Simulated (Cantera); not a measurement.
**Premixed flame**

A freely propagating, adiabatic, planar premixed flame of CO : H₂ : CH₄ : O₂ : N₂ : H₂O = 1 : 1.2 : 0.2 : 1.25 : 4.75 : 2 (molar parts), unburnt at 525 K and 100.0 Torr; mixture-averaged transport, grid criteria slope 0.08 and curve 0.16, no radiation.

Model: GRI-Mech 3.0 (53 species, 325 reactions), integrated in Cantera. Burning velocities carry a grid error of a few per cent, more on coarse grids.

```
z (mm)  T (K)  u (m/s)    x CO    x H₂     x CH₄     x CH₃    x HCO  x N₂O
------  -----  -------  ------  ------  --------  --------  -------  -----
-10.6     525     2.35  0.0962   0.115    0.0192     <1e-8    <1e-8  <1e-8
-7.07     525     2.35  0.0962   0.115    0.0192     <1e-8    <1e-8  <1e-8
-5.30     525     2.35  0.0962   0.115    0.0192     <1e-8    <1e-8  <1e-8
-3.53     526     2.35  0.0963   0.114    0.0193   2.64e-7    <1e-8  <1e-8
-1.77     600     2.66  0.0960   0.104    0.0192   1.38e-5  5.66e-8  <1e-8
-0.883    827     3.64  0.0948  0.0868    0.0168   6.28e-5  1.03e-6  <1e-8
0        1192     5.24  0.0945  0.0615   0.00563  0.000294  1.62e-5  <1e-8
0.883    1381     6.05  0.0810  0.0407  0.000258   3.18e-5  3.04e-6  <1e-8
1.77     1455     6.33  0.0640  0.0363   4.88e-6   8.40e-7  2.14e-7  <1e-8
3.53     1541     6.63  0.0453  0.0391     <1e-8     <1e-8  8.41e-8  <1e-8
7.07     1633     6.97  0.0370  0.0405     <1e-8     <1e-8  5.40e-8  <1e-8
14.1     1728     7.32  0.0368  0.0385     <1e-8     <1e-8  3.79e-8  <1e-8
28.3     1825     7.68  0.0367  0.0351     <1e-8     <1e-8  2.41e-8  <1e-8
```
x: mole fraction of selected species; z is measured from the peak of heat release.

```yaml
laminar_burning_velocity: 235 cm/s
thermal_thickness: 3.53 mm
peak x(CH₃): 0.000302
peak x(HCO): 1.65e-5
grid_points: 164
```
